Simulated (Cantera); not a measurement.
**Equilibrium for fluorocarbon and chlorocarbon gases: CF4 + H2**

Feed: 1 mol CF4, a varied amount of H2, at 1598.15 K and 1.00 bar.

Cantera equilibrium calculation (NASA polynomials, part measured and part estimated; ideal gas, pure solids and liquids). Candidate condensed phases: C, C6H6, C7H8, C8H18; 95 gas species. Gases not in the tables: C2F6 and larger saturated fluorocarbons. Kinetics and transport are ignored.

From 0.64 mol H2 to 6.3 mol H2 the condensed part is C(graphite). The main C-bearing gas is CF4 at 0.64 mol H2 and CH4 at 6.3 mol H2.

```tsv
n(H2) (mol)	x HF	x H2	x CF4	x CH4	x CF2	x CF3	n C(graphite)
0.64	0.653	6.67e-8	0.347	<1e-12	9.94e-5	4.33e-5	0.320
0.94	0.780	1.19e-7	0.220	<1e-12	7.91e-5	3.07e-5	0.470
1.4	0.903	2.42e-7	0.0967	<1e-12	5.25e-5	1.66e-5	0.700
2	1.000	2.60e-5	1.25e-5	1.11e-12	5.97e-7	2.02e-8	1.000
2.9	0.816	0.184	<1e-12	5.54e-5	5.64e-11	<1e-12	1.000
4.3	0.635	0.365	<1e-12	0.000219	1.72e-11	<1e-12	0.998
6.3	0.482	0.517	<1e-12	0.000440	6.98e-12	<1e-12	0.996
```
x: gas mole fraction; n: condensed amount in mol.
